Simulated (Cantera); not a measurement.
Mixture: CH4 : O2 : N2 = 1 : 2.25 : 8.45 (molar parts), at 7500 Torr, adiabatic and at constant pressure. Ignition delay is the time to a rise of 400 K.

Computed with Cantera and GRI-Mech 3.0 (53 species, 325 reactions).

What does this change do: pressure from 7500 Torr to 3750 Torr?


```csv
quantity,before,after
delay at 1025 K,52.3 ms,0.114 s
delay at 1225 K,3.30 ms,6.84 ms
delay at 1425 K,0.370 ms,0.684 ms
delay at 1625 K,58.9 µs,0.102 ms
delay at 1825 K,13.3 µs,23.4 µs
apparent activation energy between 1725 and 1925 K,180 kJ/mol,180 kJ/mol
```
